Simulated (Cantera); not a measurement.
An adiabatic, constant-pressure homogeneous reactor starts with 7.76 % CO, 0.854 % H2, 1.71 % CH4, 18.9 % O2, 70.8 % N2, at 1323 K and 25.0 bar.

Computed with Cantera and GRI-Mech 3.0 (53 species, 325 reactions). The pressure lies above the range GRI-Mech 3.0 was tuned for (to about 10 atm).

One state of this run: T (K) = 2321; x CO = 0.000770; x H2 = 6.03e-5; x CH4 = <1e-12; x HO2 = 8.20e-6; x NO = 0.000120. x: mole fraction; the columns are a selection and need not sum to one.

**Question.** Which value of t (s) does it belong to?
A) 0.000193
B) 8.50e-6
C) 2.41e-5
D) 3.00e-6

**Answer.** A, 0.000193
